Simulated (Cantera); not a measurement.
A perfectly stirred reactor is fed with H2 : O2 : N2 = 1 : 1 : 8.8 (molar parts), at 0.620 bar; it is adiabatic with a 775 K inlet, and is followed from long to short residence time, starting on the burning branch (τ in s: 0.33, 0.1, 0.03, 0.0091, 0.0027, 0.00082, 0.00025, 7.5e-05, 2.2e-05).

Computed with Cantera and GRI-Mech 3.0 (53 species, 325 reactions).

What does this change do: pressure from 0.620 bar to 1.00 bar?


```
quantity                                                                       before                               after
------------------------------------------------  -----------------------------------  ----------------------------------
blow-out, bracketed by the residence times tried  burning at 0.250 ms, out at 75.0 µs  burning at 75.0 µs, out at 22.0 µs
x(H2) at τ = 0.330 s                                                         0.000109                             6.90e-5
x(O2) at τ = 0.330 s                                                           0.0484                              0.0485
x(NO) at τ = 0.330 s                                                          2.83e-6                             2.99e-6
x(H2O) at τ = 0.330 s                                                          0.0967                              0.0968
x(H) at τ = 0.330 s                                                           1.48e-5                             5.74e-6
x(H2) at τ = 2.70 ms                                                          0.00238                             0.00159
x(O2) at τ = 2.70 ms                                                           0.0486                              0.0485
x(NO) at τ = 2.70 ms                                                          3.97e-6                             2.77e-6
x(H2O) at τ = 2.70 ms                                                          0.0926                              0.0942
x(H) at τ = 2.70 ms                                                           0.00155                            0.000650
```

What does this change do: H2 1 to 1.5 parts?


```tsv
quantity	before	after
blow-out, bracketed by the residence times tried	burning at 0.250 ms, out at 75.0 µs	burning at 75.0 µs, out at 22.0 µs
x(H2) at τ = 0.330 s	0.000109	0.000378
x(O2) at τ = 0.330 s	0.0484	0.0235
x(NO) at τ = 0.330 s	2.83e-6	2.45e-5
x(H2O) at τ = 0.330 s	0.0967	0.141
x(H) at τ = 0.330 s	1.48e-5	5.13e-5
x(H2) at τ = 2.70 ms	0.00238	0.00631
x(O2) at τ = 2.70 ms	0.0486	0.0254
x(NO) at τ = 2.70 ms	3.97e-6	1.79e-5
x(H2O) at τ = 2.70 ms	0.0926	0.130
x(H) at τ = 2.70 ms	0.00155	0.00422
```
